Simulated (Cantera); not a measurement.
# Equilibrium for carbon deposition, reforming and gasification: C6H6 + CO2

Charge: 1 mol C6H6, 0.75 mol CO2, equilibrated at 3.00 mbar.

Method: chemical equilibrium by Gibbs-energy minimisation in Cantera with the NASA 1993 tables (ideal gas, pure condensed phases). Candidate condensed phases: C, C6H6, C7H8, C8H18, H2O; 131 gas species. Ions and electrons are included (thermal ionisation). Equilibrium is a limit: real reactors are often held back by kinetics, nucleation or transport.

| T (K) | x H | x C | x CO | x C3 | x H2 | x C2 | x O | n C(graphite) |
|---|---|---|---|---|---|---|---|---|
| 3000 | 0.626 | 0.0169 | 0.183 | 0.104 | 0.0472 | 0.0106 | 8.18e-9 | 2.14 |
| 3250 | 0.595 | 0.0724 | 0.155 | 0.132 | 0.0103 | 0.0294 | 4.75e-8 | 0 |
| 3500 | 0.553 | 0.192 | 0.140 | 0.0706 | 0.00263 | 0.0409 | 2.95e-7 | 0 |
| 3750 | 0.499 | 0.329 | 0.125 | 0.0165 | 0.000743 | 0.0296 | 1.91e-6 | 0 |
| 4000 | 0.478 | 0.389 | 0.120 | 0.00185 | 0.000269 | 0.0121 | 1.40e-5 | 0 |
| 4250 | 0.473 | 0.404 | 0.118 | 0.000193 | 0.000116 | 0.00443 | 9.37e-5 | 0 |
| 4500 | 0.471 | 0.409 | 0.117 | 2.42e-5 | 5.57e-5 | 0.00173 | 0.000522 | 0 |
| 4750 | 0.470 | 0.412 | 0.115 | 3.72e-6 | 2.88e-5 | 0.000737 | 0.00241 | 0 |
| 5000 | 0.466 | 0.416 | 0.107 | 7.00e-7 | 1.58e-5 | 0.000345 | 0.00906 | 0 |
x: gas mole fraction; n: condensed amount in mol.

At 3000 K the condensed part is C(graphite). From 3250 K to 5000 K nothing is condensed. The main C-bearing gas is C3 at 3000 K and C at 5000 K.
